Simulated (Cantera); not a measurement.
An isothermal, constant-pressure homogeneous reactor starts with NH3 : H2 = 1 : 0.97 (molar parts), at 1673 K and 6400 Pa.

Cantera simulation using the gas-phase N/H chemistry of the illustrative SiF4/NH3 mechanism in the Surface Chemkin manual (1991); the numbers are that mechanism's predictions, not measurements. Walls and surfaces, which speed up NH3 decomposition in real reactors, are not modelled.

x: mole fraction; the columns are a selection and need not sum to one.

```json
[
 {"t (s)": "2.00e-5", "x NH3": "0.508", "x H2": "0.492", "x N2": "<1e-12", "x N2H2": "<1e-12", "x NH2": "[?]", "x N2H4": "<1e-12"},
 {"t (s)": "0.000138", "x NH3": "0.508", "x H2": "0.492", "x N2": "<1e-12", "x N2H2": "7.04e-12", "x NH2": "[?]", "x N2H4": "<1e-12"},
 {"t (s)": "0.000946", "x NH3": "0.508", "x H2": "0.492", "x N2": "1.79e-9", "x N2H2": "8.42e-10", "x NH2": "[?]", "x N2H4": "2.99e-11"},
 {"t (s)": "0.00650", "x NH3": "0.508", "x H2": "0.492", "x N2": "1.11e-6", "x N2H2": "5.30e-8", "x NH2": "[?]", "x N2H4": "1.43e-9"},
 {"t (s)": "0.0447", "x NH3": "0.507", "x H2": "0.493", "x N2": "0.000233", "x N2H2": "7.73e-7", "x NH2": "0.000149", "x N2H4": "1.62e-8"},
 {"t (s)": "0.308", "x NH3": "0.499", "x H2": "0.498", "x N2": "0.00267", "x N2H2": "7.72e-7", "x NH2": "0.000149", "x N2H4": "1.61e-8"},
 {"t (s)": "2.11", "x NH3": "0.453", "x H2": "0.529", "x N2": "0.0181", "x N2H2": "6.67e-7", "x NH2": "0.000140", "x N2H4": "1.42e-8"},
 {"t (s)": "14.5", "x NH3": "0.254", "x H2": "0.662", "x N2": "0.0841", "x N2H2": "2.92e-7", "x NH2": "[?]", "x N2H4": "6.51e-9"},
 {"t (s)": "100", "x NH3": "0.0253", "x H2": "0.815", "x N2": "0.160", "x N2H2": "1.24e-8", "x NH2": "[?]", "x N2H4": "2.39e-10"}
]
```

Q: Complete the blanks.

A: 
- 2.00e-5, x NH2: 1.34e-7
- 0.000138, x NH2: 9.46e-7
- 0.000946, x NH2: 6.52e-6
- 0.00650, x NH2: 4.44e-5
- 14.5, x NH2: 9.47e-5
- 100, x NH2: 1.82e-5
